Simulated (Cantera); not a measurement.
**Equilibrium for carbothermic reduction: MgO + CH4 + H2 + C**

Charge: 1 mol MgO, 1.4 mol CH4, 2.9 mol H2, 4.2 mol C, held at 75.0 Torr.

Cantera equilibrium calculation (NASA polynomials, part measured and part estimated; ideal gas, pure solids and liquids). Candidate condensed phases: C, C6H6, C7H8, C8H18, H2O, Mg, MgCO3, MgO, Mg(OH)2; 116 gas species. The tables' values for MgH are old estimates; treat these amounts as uncertain. Rates play no part.

From 975 K to 1675 K the condensed part is C(graphite) + MgO(s). From 1775 K to 2075 K the condensed part is C(graphite). The main Mg-bearing gas is Mg throughout.

| T (K) | x H2 | x CO | x Mg | x CH4 | x H | x C2H2 (acetylene) | x MgH | n C(graphite) | n MgO(s) |
|---|---|---|---|---|---|---|---|---|---|
| 975 | 0.988 | 1.02e-8 | 1.08e-8 | 0.0123 | 3.59e-9 | 5.63e-10 | 1.47e-11 | 5.53 | 1.00 |
| 1075 | 0.996 | 3.85e-7 | 3.89e-7 | 0.00447 | 4.63e-8 | 7.49e-9 | 6.69e-10 | 5.57 | 1.000 |
| 1175 | 0.998 | 7.65e-6 | 7.66e-6 | 0.00191 | 3.87e-7 | 6.36e-8 | 1.60e-8 | 5.59 | 1.000 |
| 1275 | 0.999 | 9.41e-5 | 9.40e-5 | 0.000925 | 2.33e-6 | 3.84e-7 | 2.31e-7 | 5.59 | 0.999 |
| 1375 | 0.998 | 0.000797 | 0.000796 | 0.000496 | 1.08e-5 | 1.77e-6 | 2.24e-6 | 5.59 | 0.995 |
| 1475 | 0.990 | 0.00503 | 0.00501 | 0.000285 | 4.08e-5 | 6.60e-6 | 1.59e-5 | 5.57 | 0.971 |
| 1575 | 0.950 | 0.0249 | 0.0249 | 0.000164 | 0.000128 | 2.00e-5 | 8.55e-5 | 5.45 | 0.850 |
| 1675 | 0.796 | 0.102 | 0.101 | 7.64e-5 | 0.000328 | 4.62e-5 | 0.000350 | 4.87 | 0.273 |
| 1775 | 0.739 | 0.130 | 0.129 | 4.58e-5 | 0.000787 | 0.000105 | 0.000468 | 4.60 | 0 |
| 1875 | 0.738 | 0.130 | 0.129 | 3.30e-5 | 0.00178 | 0.000234 | 0.000503 | 4.60 | 0 |
| 1975 | 0.736 | 0.130 | 0.129 | 2.46e-5 | 0.00371 | 0.000478 | 0.000536 | 4.59 | 0 |
| 2075 | 0.733 | 0.129 | 0.129 | 1.88e-5 | 0.00721 | 0.000909 | 0.000566 | 4.59 | 0 |
x: gas mole fraction; n: condensed amount in mol.
